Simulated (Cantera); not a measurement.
Standard-state values (1 bar) from the NASA 1993 polynomials, evaluated with Cantera. Values are per mole of reaction as written; species without (g) are pure solids or liquids, kept so even where they would boil at 1 bar.

2 H(g) + Na2S = 2 Na(g) + H2S(g)

```
T (K)  ΔH° (kJ)  ΔS° (J/K)  ΔG° (kJ)  log10 K
-----  --------  ---------  --------  -------
300       124.1      187.2      67.9   -11.83
373           …          …         …        …
398           …          …         …        …
423           …          …         …        …
448       116.9      167.7      41.8    -4.87
473       115.7      165.1      37.6    -4.15
498       114.5      162.6      33.5    -3.52
```

**Question.** What belongs in the gaps?

**Answer.** 
- 373, ΔH° (kJ): 120.6
- 373, ΔS° (J/K): 176.6
- 373, ΔG° (kJ): 54.7
- 373, log10 K: -7.66
- 398, ΔH° (kJ): 119.3
- 398, ΔS° (J/K): 173.5
- 398, ΔG° (kJ): 50.3
- 398, log10 K: -6.60
- 423, ΔH° (kJ): 118.1
- 423, ΔS° (J/K): 170.5
- 423, ΔG° (kJ): 46.0
- 423, log10 K: -5.68
